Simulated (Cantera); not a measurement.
A Cantera script and its output.

```python
import numpy as np
import cantera as ct

gas = ct.Solution("gri30.yaml")
gas.TPX = 925, 100000, {'H2': 1.7, 'O2': 1, 'N2': 2.4}
reactor = ct.IdealGasConstPressureReactor(gas, energy="off", clone=False)
net = ct.ReactorNet([reactor])
net.rtol, net.atol = 1e-08, 1e-18
show = ['H2', 'O2', 'H2O', 'NO', 'N2O', 'OH', 'HO2']
times = np.geomspace(0.0004, 5, 12)

steps = ct.SolutionArray(gas, extra=["t"])
rows = []
print(f"{'t/s':>10s}{'T/K':>9s}{'P/Pa':>11s}" + "".join(f"{s:>11s}" for s in show))
for t in times:
    while net.time < t:
        t_next = net.step()
        steps.append(gas.state, t=t_next)
    rows.append([np.interp(t, steps.t, y) for y in (steps.T, steps.P, *steps(*show).X.T)])
    print(f"{t:10.3e}{rows[-1][0]:9.1f}{rows[-1][1]:11.4g}" + "".join(f"{x:11.3e}" for x in rows[-1][2:]))
rate = np.gradient(steps.T, steps.t)
print("integrator steps:", len(steps.t))
if steps.T.max() > steps.T[0] + 200:
    print(f"time of steepest temperature rise: {steps.t[rate.argmax()]:.4e} s")
gas.TPX = 925, 100000, {'H2': 1.7, 'O2': 1, 'N2': 2.4}
gas.equilibrate("TP")
print(f"equilibrium (TP): T = {gas.T:.1f} K  " + "  ".join(f"{s} {gas[s].X[0]:.3e}" for s in show))
```

Output:

```
       t/s      T/K       P/Pa         H2         O2        H2O         NO        N2O         OH        HO2
 4.000e-04    925.0      1e+05  3.333e-01  1.961e-01  3.903e-09  9.763e-23  1.861e-16  2.511e-12  7.942e-09
 9.430e-04    925.0      1e+05  3.333e-01  1.961e-01  1.045e-08  2.940e-22  5.861e-16  3.025e-12  2.007e-08
 2.223e-03    925.0      1e+05  3.333e-01  1.961e-01  3.137e-08  1.131e-21  2.255e-15  4.538e-12  5.411e-08
 5.241e-03    925.0      1e+05  3.333e-01  1.961e-01  1.261e-07  8.239e-21  1.187e-14  1.054e-11  1.786e-07
 1.236e-02    925.0      1e+05  3.333e-01  1.961e-01  1.009e-06  2.685e-19  1.106e-13  5.813e-11  1.066e-06
 2.913e-02    925.0      1e+05  3.333e-01  1.960e-01  3.124e-05  5.590e-17  2.716e-12  1.118e-09  1.169e-05
 6.867e-02    925.0      1e+05  3.317e-01  1.950e-01  1.668e-03  1.978e-14  5.972e-11  2.509e-08  4.878e-05
 1.619e-01    925.0      1e+05  3.106e-01  1.844e-01  2.616e-02  7.039e-13  5.605e-10  6.459e-08  7.059e-05
 3.816e-01    925.0      1e+05  2.663e-01  1.630e-01  7.938e-02  1.306e-12  1.639e-09  5.324e-08  6.523e-05
 8.997e-01    925.0      1e+05  1.929e-01  1.278e-01  1.677e-01  1.714e-12  3.751e-09  4.923e-08  5.723e-05
 2.121e+00    925.0      1e+05  9.055e-02  7.871e-02  2.909e-01  2.239e-12  8.038e-09  4.880e-08  4.078e-05
 5.000e+00    925.0      1e+05  1.436e-02  4.217e-02  3.827e-01  2.252e-12  1.572e-08  4.981e-08  1.711e-05
integrator steps: 952
equilibrium (TP): T = 925.0 K  H2 1.675e-11  O2 3.529e-02  H2O 4.000e-01  NO 4.478e-06  N2O 3.387e-10  OH 3.029e-08  HO2 1.337e-10
```

Detailed kinetics in Cantera: GRI-Mech 3.0 (53 species, 325 reactions). Below about 950 K walls govern HO2 and H2O2 in real vessels. The temperature is held fixed by assumption; the heat of reaction is taken as removed at once.
